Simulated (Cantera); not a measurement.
A closed system holds: 1 mol SiCl4, 0.87 mol N2, held at 825 °C and 13300 Pa.

Method: chemical equilibrium by Gibbs-energy minimisation in Cantera with the NASA 1993 tables (ideal gas, pure condensed phases). Candidate condensed phases: Si, Si3N4; 13 gas species. The tables' values for SiCl3 are old estimates; treat these amounts as uncertain. Kinetics and transport are ignored.

Base state: SiCl4 0.535, N2 0.465, SiCl3 1.12e-5 (mole fractions); condensed: gas only.

Question: What changes in the equilibrium state with this change: temperature from 825 °C to 1427 °C?

Answer: 
```json
[
 {"species": "SiCl4", "before": "0.535", "after": "0.508"},
 {"species": "N2", "before": "0.465", "after": "0.457"},
 {"species": "Cl", "before": "6.34e-6", "after": "0.0167"},
 {"species": "SiCl3", "before": "1.12e-5", "after": "0.0165"},
 {"species": "SiCl2", "before": "3.31e-9", "after": "0.00106"},
 {"species": "Cl2", "before": "2.45e-6", "after": "0.00100"}
]
```
